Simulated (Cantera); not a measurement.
**Thermal oxidation and active oxidation of silicon: Si + N2O + H2**

A closed system holds: 1 mol Si, 0.28 mol N2O, 160 mol H2, held at 101000 Pa.

Method: chemical equilibrium by Gibbs-energy minimisation in Cantera with the NASA 1993 tables (ideal gas, pure condensed phases). Candidate condensed phases: H2O, Si, SiO2, Si2N2O, Si3N4; 35 gas species. Mutual solubility and eutectic melting of coexisting phases are not modelled. Gases not in the tables: Si2H6 and higher silanes. Equilibrium is a limit: real reactors are often held back by kinetics, nucleation or transport.

```
T (°C)  log p H2  log p N2  log p SiO  log p H  log p SiH2  log p Si  log p SiH  n Si(s)  n Si2N2O(s)  n Si(l)
------  --------  --------  ---------  -------  ----------  --------  ---------  -------  -----------  -------
1177        0.01     -5.69      -5.68    -5.02       -6.11     -8.51      -7.91    0.440        0.280        0
1227        0.01     -5.19      -5.19    -4.75       -5.82     -7.98      -7.47    0.441        0.279        0
1277        0.01     -4.73      -4.73    -4.50       -5.55     -7.48      -7.06    0.442        0.277        0
1327        0.01     -4.30      -4.30    -4.26       -5.29     -7.01      -6.67    0.447        0.272        0
1377        0.01     -3.89      -3.89    -4.04       -5.06     -6.57      -6.31    0.459        0.260        0
1427        0.01     -3.51      -3.51    -3.83       -4.84     -6.17      -5.98        0        0.231    0.486
1477        0.00     -3.13      -3.13    -3.63       -4.68     -5.82      -5.70        0        0.162    0.554
1527        0.00     -2.77      -2.77    -3.44       -4.52     -5.50      -5.44        0       0.0105    0.704
1577        0.00     -2.75      -2.75    -3.27       -4.37     -5.19      -5.19        0            0    0.711
1627        0.00     -2.75      -2.75    -3.10       -4.23     -4.90      -4.96        0            0    0.707
1677        0.00     -2.75      -2.75    -2.94       -4.10     -4.62      -4.74        0            0    0.700
1727        0.00     -2.75      -2.75    -2.79       -3.97     -4.36      -4.53        0            0    0.691
```
log p: log10 of the partial pressure in bar; n: condensed amount in mol.

From 1177 °C to 1377 °C the condensed part is Si(s) + Si2N2O(s). From 1427 °C to 1527 °C the condensed part is Si(l) + Si2N2O(s). From 1577 °C to 1727 °C the condensed part is Si(l). The main Si-bearing gas is SiO throughout.
